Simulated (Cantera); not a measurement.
Charge: 1 mol Cu, 5.4 mol HF, 0.6 mol H2, equilibrated at 4.90 mbar.

Method: chemical equilibrium by Gibbs-energy minimisation in Cantera with the NASA 1993 tables (ideal gas, pure condensed phases). Candidate condensed phases: Cu, CuF2; 15 gas species. Rates play no part.

x: gas mole fraction; n: condensed amount in mol.

| T (°C) | x HF | x H2 | x Cu | x CuF | x H | x Cu2 | n Cu(s) | n Cu(l) |
|---|---|---|---|---|---|---|---|---|
| 602 | 0.900 | 0.100 | 1.03e-11 | 2.59e-10 | … | <1e-12 | 1.00 | 0 |
| 702 | 0.900 | 0.100 | 1.14e-9 | 9.66e-9 | … | <1e-12 | 1.00 | 0 |
| 802 | 0.900 | 0.100 | 5.21e-8 | 1.83e-7 | … | <1e-12 | 1.000 | 0 |
| 902 | 0.900 | 0.100 | 1.23e-6 | 2.08e-6 | … | 2.61e-11 | 1.000 | 0 |
| 1002 | 0.900 | 0.100 | 1.77e-5 | 1.61e-5 | … | 1.13e-9 | 1.000 | 0 |
| 1102 | 0.900 | 0.100 | 0.000168 | 9.04e-5 | … | 2.71e-8 | 0 | 0.998 |
| 1202 | 0.898 | 0.100 | 0.00109 | 0.000373 | … | 3.64e-7 | 0 | 0.991 |

**Question.** Some entries are withheld; supply them.

**Answer.** 
- 602, x H: 2.27e-10
- 702, x H: 5.17e-9
- 802, x H: 6.63e-8
- 902, x H: 5.54e-7
- 1002, x H: 3.33e-6
- 1102, x H: 1.55e-5
- 1202, x H: 5.86e-5
